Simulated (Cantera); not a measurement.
A closed system holds: 1 mol CaO, 0.89 mol NF3, 0.73 mol O2, held at 96.0 Pa.

Method: chemical equilibrium by Gibbs-energy minimisation in Cantera with the NASA 1993 tables (ideal gas, pure condensed phases). Candidate condensed phases: Ca, CaF2, CaO; 22 gas species. The numbers say what is thermodynamically allowed, not how fast it happens.

log p: log10 of the partial pressure in bar; n: condensed amount in mol.

| T (K) | log p O2 | log p F | log p CaF2 | log p N2 | log p NO | log p O | log p F2 | n CaF2(s) | n CaF2(l) |
|---|---|---|---|---|---|---|---|---|---|
| 1325 | -3.30 | -3.56 | -7.53 | -3.74 | -6.46 | -8.21 | -7.23 | 1.000 | 0 |
| 1375 | -3.30 | -3.56 | -6.94 | -3.74 | -6.33 | -7.85 | -7.47 | 1.000 | 0 |
| 1425 | -3.30 | -3.56 | [?] | -3.74 | [?] | [?] | [?] | 0.999 | 0 |
| 1475 | -3.30 | -3.56 | -5.90 | -3.74 | -6.10 | -7.19 | -7.90 | 0.997 | 0 |
| 1525 | -3.30 | -3.56 | [?] | -3.74 | [?] | [?] | [?] | 0.991 | 0 |
| 1575 | -3.30 | -3.57 | -5.01 | -3.75 | -5.89 | -6.62 | -8.28 | 0.976 | 0 |
| 1625 | -3.31 | -3.57 | -4.61 | -3.75 | -5.81 | -6.37 | -8.47 | 0.938 | 0 |
| 1675 | -3.33 | -3.59 | -4.23 | -3.77 | -5.74 | -6.13 | -8.66 | 0.848 | 0 |
| 1725 | -3.36 | -3.62 | -3.90 | -3.80 | -5.69 | -5.92 | -8.88 | 0 | 0.650 |
| 1775 | -3.43 | -3.69 | -3.60 | -3.87 | -5.68 | -5.73 | -9.16 | 0 | 0.177 |

Task: Some entries are withheld; supply them.

Result: 
- 1425, log p CaF2: -6.39
- 1425, log p NO: -6.21
- 1425, log p O: -7.51
- 1425, log p F2: -7.69
- 1525, log p CaF2: -5.43
- 1525, log p NO: -5.99
- 1525, log p O: -6.90
- 1525, log p F2: -8.09
